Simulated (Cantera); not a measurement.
Cantera run:

```python
import numpy as np
import cantera as ct

gas_names = """
    C CH CH2 CH3 CH2OH CH3O CH4 CH3OH CO CO2 COOH C2 C2H CHCO,ketyl C2H2,acetylene C2H2,vinylidene
    CH2CO,ketene C2H3,vinyl CH3CO,acetyl C2H4 C2H4O,ethylen CH3CHO,ethanal CH3COOH (HCOOH)2 C2H5 C2H6
    CH3OCH3 C2H5OH C2O C3 C3H3,propargyl C3H4,allene C3H4,propyne C3H4,cyclo- C3H5,allyl C3H6,propylene
    C3H6,cyclo- C3H6O C3H7,n-propyl C3H7,i-propyl C3H8 C3H8O,1propanol C3H8O,2propanol C3O2 C4 C4H2
    C4H4,1,3-cyclo- C4H6,butadiene C4H6,2-butyne C4H6,cyclo- C4H8,1-butene C4H8,cis2-buten
    C4H8,tr2-butene C4H8,isobutene C4H8,cyclo- (CH3COOH)2 C4H9,n-butyl C4H9,i-butyl C4H9,s-butyl
    C4H9,t-butyl C4H10,isobutane C4H10,n-butane C5 C5H6,1,3cyclo- C5H8,cyclo- C5H10,1-pentene
    C5H10,cyclo- C5H11,pentyl C5H11,t-pentyl C5H12,n-pentane C5H12,i-pentane CH3C(CH3)2CH3 C6H2
    C6H5,phenyl C6H5O,phenoxy C6H6 C6H5OH,phenol C6H10,cyclo- C6H12,1-hexene C6H12,cyclo- C6H13,n-hexyl
    C7H7,benzyl C7H8 C7H8O,cresol C7H14,1-heptene C7H15,n-heptyl C7H16,n-heptane C8H8,styrene
    C8H10,ethylbenz C8H16,1-octene C8H17,n-octyl C8H18,isooctane C8H18,n-octane C9H19,n-nonyl
    C10H8,naphthale C10H21,n-decyl C12H9,o-bipheny C12H10,bipheny H HCO HO2 H2 HCHO,formaldehy HCOOH H2O
    H2O2 Mg MgH MgO MgOH MgO2H2 Mg2 O OH O2 O3
""".split()
cond_names = """
    C(gr) C6H6(L) C7H8(L) C8H18(L),n-octa H2O(s) H2O(L) Mg(cr) Mg(L) MgCO3(s) MgO(s) MgO(L) MgO2H2(s)
""".split()


def load(file, names, dense=False):
    # The tables refer to 1 bar. Condensed volumes are neglected.
    table = {s.name: s for s in ct.Species.list_from_file(file)}
    out = []
    for n in names:
        d = dict(table[n].input_data)
        d["thermo"] = dict(d["thermo"], **{"reference-pressure": 1e5})
        if dense:
            d["equation-of-state"] = {"model": "constant-volume", "density": "1e6 g/cm^3"}
        out.append(ct.Species.from_dict(d))
    return out


gas = ct.Solution(thermo="ideal-gas", species=load("nasa_gas.yaml", gas_names))
cond = {s.name: ct.Solution(thermo="fixed-stoichiometry", species=[s], name=s.name)
        for s in load("nasa_condensed.yaml", cond_names, dense=True)}
atoms = {
    'MgO': {'Mg': 1, 'O': 1},
    'C': {'C': 1},
    'H2': {'H': 2},
}
top_T = {'C(gr)': 4500}  # K; cautious upper limits of use, not melting points


def equilibrate(T, P, feed):
    n = {}
    for name, mol in feed.items():
        for a, k in atoms[name].items():
            n[a] = n.get(a, 0.0) + k * mol
    gas.TPX = T, P, n
    mass = sum(n.values()) * gas.mean_molecular_weight
    gas.equilibrate("TP")
    valid = [c for c in cond.values() if c.min_temp <= T <= top_T.get(c.name, c.max_temp)]
    mix = ct.Mixture([(gas, mass / gas.mean_molecular_weight)] + [(c, 0.0) for c in valid])
    mix.T, mix.P = T, P
    mix.equilibrate("TP", solver="vcs", rtol=1e-11, max_steps=5000)
    return mix


results = []
feed = {'MgO': 1, 'C': 0.0051, 'H2': 0.35}  # mol
P = 1.9  # Pa
for T in [1848, 1948, 2048, 2148, 2248, 2348, 2448, 2548, 2648, 2748]:
    mix = equilibrate(T, P, feed)
    results.append((T, P, feed, dict(zip(mix.species_names, mix.species_moles))))

top = {s: max(r[3][s] / sum(r[3][g] for g in gas_names) for r in results) for s in gas_names}
cols = sorted((s for s in top if top[s] > 1e-06), key=lambda s: -top[s])[:9]
seen = [c for c in cond_names if any(r[3].get(c, 0) > 1e-12 for r in results)]
print("log10 of partial pressures in bar; condensed amounts in mol")
print(f"{'T/K':>10s}" + "".join(f"{s[:9]:>10s}" for s in cols + seen))
for T, P, feed, n in results:
    ng = sum(n[g] for g in gas_names)
    print(f"{T:10.4g}" + "".join(f"{np.log10(max(n[s] / ng * P / 1e5, 1e-99)):10.3f}" for s in cols)
          + "".join(f"{n.get(c, 0):10.4g}" for c in seen))
```

Result:

```
log10 of partial pressures in bar; condensed amounts in mol
       T/K        H2        Mg         O       H2O         H        O2        OH        CO       MgO    MgO(s)
      1848    -5.016    -5.413    -8.231    -5.445    -5.784    -9.017    -7.346    -6.727    -9.092    0.9038
      1948    -5.339    -5.219    -6.998    -5.270    -5.617    -7.291    -6.590    -6.886    -8.141    0.8125
      2048    -6.049    -5.050    -5.882    -5.527    -5.675    -5.727    -6.115    -7.341    -7.285    0.4085
      2148    -6.319    -5.050    -5.542    -6.059    -5.540    -5.655    -6.170    -7.473    -7.335         0
      2248    -6.514    -5.096    -5.359    -6.619    -5.391    -5.841    -6.321    -7.445    -7.551         0
      2348    -6.853    -5.126    -5.248    -7.350    -5.335    -6.126    -6.596    -7.441    -7.794         0
      2448    -7.233    -5.141    -5.194    -8.137    -5.317    -6.482    -6.931    -7.442    -8.052         0
      2548    -7.604    -5.148    -5.171    -8.910    -5.312    -6.865    -7.278    -7.443    -8.310         0
      2648    -7.954    -5.151    -5.161    -9.644    -5.309    -7.244    -7.614    -7.444    -8.556         0
      2748    -8.281    -5.152    -5.158   -10.332    -5.308    -7.604    -7.932    -7.445    -8.788         0
```

Cantera equilibrium calculation (NASA polynomials, part measured and part estimated; ideal gas, pure solids and liquids). The tables' values for MgH are old estimates; treat these amounts as uncertain.
